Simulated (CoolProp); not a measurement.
A closed Brayton cycle with nitrogen: compressor inlet 305.15 K and 3.7 MPa, high pressure 10 MPa, turbine inlet 770 K, compressor efficiency 0.85, turbine efficiency 0.93, recuperator effectiveness 0.8 (on enthalpy, no pinch check). Each further row changes one setting.

The numbers come from the reference Helmholtz-energy equation of state, Span 2000 in CoolProp.

```
case                           thermal efficiency (%)  net work (kJ/kg)  compressor to turbine work  compressor exit (K)  turbine exit (K)
-----------------------------  ----------------------  ----------------  --------------------------  -------------------  ----------------
as stated                                        28.2              65.5                        0.66                424.4             600.1
turbine inlet 720 K                              25.1              53.0                        0.70                424.4             559.6
compressor inlet 315.15 K                        26.7              61.1                        0.68                438.2             600.1
high pressure 8.5 MPa                            28.4              60.7                        0.63                402.5             625.2
recuperator effectiveness 0.5                    22.7              65.5                        0.66                424.4             600.1
```
